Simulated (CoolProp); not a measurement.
Vapour-liquid equilibrium of trans-2-butene (1) + acetone (2) at 311 K; x and y are mole fractions of (1).

Model: multi-fluid Helmholtz-energy mixture model, Lemmon 2005 and Lemmon 2006; pair parameters Bell 2016, in CoolProp.

```
x     bubble pressure (kPa)  y at the bubble point  dew pressure at overall composition x (kPa)  liquid density (mol/L)
----  ---------------------  ---------------------  -------------------------------------------  ----------------------
0.05                  92.79                  0.455                                        54.73                   13.08
0.2                   185.8             (withheld)                                        64.59                   12.55
0.35                  241.3                  0.829                                        78.66                   12.05
0.5              (withheld)                  0.863                                   (withheld)                   11.58
0.65                  295.1                  0.888                                        138.2                   11.16
0.8                   315.4                  0.919                                        217.2                   10.78
0.95                  337.6                  0.972                                        330.1                   10.47
```

Fill in the missing entries.


- 0.2, y at the bubble point: 0.754
- 0.5, bubble pressure (kPa): 273.3
- 0.5, dew pressure at overall composition x (kPa): 100.4

No azeotrope shows between x = 0.05 and 0.95.

Pair parameters are fitted to limited data, so mixtures are less certain than the pure fluids. With so large a gap from Raoult's law the liquid may split in two, which this calculation doesn't test in full.
